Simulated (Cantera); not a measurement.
An adiabatic, constant-volume homogeneous reactor starts with CH₄ : O₂ : N₂ : H₂O = 1 : 2.82 : 10.6 : 0.61 (molar parts), at 1725 K and 3750 Torr. Integrator tolerance rtol = 1e-08.

Computed with Cantera and GRI-Mech 3.0 (53 species, 325 reactions).

Problem. What does this change do: pressure from 3750 Torr to 5850 Torr?

Solution. 
```tsv
quantity	before	after
time of steepest temperature rise	43.7 µs	30.6 µs
temperature at 2.00 s	2915 K	2946 K
equilibrium temperature	2915 K	2946 K
x(CH₄) at 2.00 s	<1e-12 (gas-phase equilibrium <1e-12)	<1e-12 (gas-phase equilibrium <1e-12)
x(O₂) at 2.00 s	0.0486 (gas-phase equilibrium 0.0486)	0.0479 (gas-phase equilibrium 0.0479)
x(H₂O) at 2.00 s	0.149 (gas-phase equilibrium 0.149)	0.151 (gas-phase equilibrium 0.151)
x(CO₂) at 2.00 s	0.0473 (gas-phase equilibrium 0.0473)	0.0486 (gas-phase equilibrium 0.0486)
x(CH₂) at 2.00 s	<1e-12 (gas-phase equilibrium <1e-12)	<1e-12 (gas-phase equilibrium <1e-12)
```

Problem. What does this change do: N2 10.6 to 31 parts?

Solution. 
```
quantity                                                          before                                  after
---------------------------------  -------------------------------------  -------------------------------------
time of steepest temperature rise                                43.7 µs                                94.7 µs
temperature at 2.00 s                                             2915 K                                 2427 K
equilibrium temperature                                           2915 K                                 2427 K
x(CH₄) at 2.00 s                   <1e-12 (gas-phase equilibrium <1e-12)  <1e-12 (gas-phase equilibrium <1e-12)
x(O₂) at 2.00 s                    0.0486 (gas-phase equilibrium 0.0486)  0.0200 (gas-phase equilibrium 0.0200)
x(H₂O) at 2.00 s                     0.149 (gas-phase equilibrium 0.149)  0.0710 (gas-phase equilibrium 0.0710)
x(CO₂) at 2.00 s                   0.0473 (gas-phase equilibrium 0.0473)  0.0264 (gas-phase equilibrium 0.0264)
x(CH₂) at 2.00 s                   <1e-12 (gas-phase equilibrium <1e-12)  <1e-12 (gas-phase equilibrium <1e-12)
```
